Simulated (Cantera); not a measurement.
An adiabatic, constant-pressure homogeneous reactor starts with CH4 : O2 : N2 : CO2 = 1 : 2.08 : 12.1 : 0.039 (molar parts), equivalence ratio 0.96, at 1248 K and 1.01 bar.

Detailed kinetics in Cantera: GRI-Mech 3.0 (53 species, 325 reactions).

Task: Predict: time of steepest temperature rise; temperature at 2.00 s; equilibrium temperature; x(O2) at 2.00 s; x(H2O2) at 2.00 s; x(OH) at 2.00 s.

Result: 
| Item | Result |
|---|---|
| time of steepest temperature rise | 34.8 ms |
| temperature at 2.00 s | 2422 K |
| equilibrium temperature | 2422 K |
| x(O2) at 2.00 s | 0.0102 (gas-phase equilibrium 0.0102) |
| x(H2O2) at 2.00 s | 7.33e-8 (gas-phase equilibrium 7.33e-8) |
| x(OH) at 2.00 s | 0.00581 (gas-phase equilibrium 0.00581) |
